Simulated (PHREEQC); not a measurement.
**Copper plating or etch bath (model solution)**

Solution (25 °C): 0.037 mol/kgw CuCl2, 0.00062 mol/kgw HCl and 4e-05 mol/kgw KCl. Closed to the air; pH follows from the charge balance.

Computed with PHREEQC (ion-association model, wateq4f.dat).

```
Property                  Value
----------------  -------------
pH                         3.29
ionic strength    0.106 mol/kgw
total alkalinity  -0.620 meq/kg
```

```
species     molality  activity   log γ
----------  --------  --------  ------
Cl-           0.0720    0.0547  -0.119
Cu+2          0.0343    0.0135  -0.405
CuCl+        0.00260   0.00199  -0.116
H+          0.000620  0.000511  -0.085
CuCl2        5.70e-5   5.84e-5   0.011
K+           4.00e-5   3.04e-5  -0.119
CuOH+        3.46e-7   2.64e-7  -0.116
Cu2(OH)2+2   8.35e-8   3.06e-8  -0.437
CuCl3-       1.48e-8   1.13e-8  -0.116
Cu(OH)2      1.05e-9   1.08e-9   0.011
```

Precipitation was switched off in this run. Species that the database lacks are ignored.
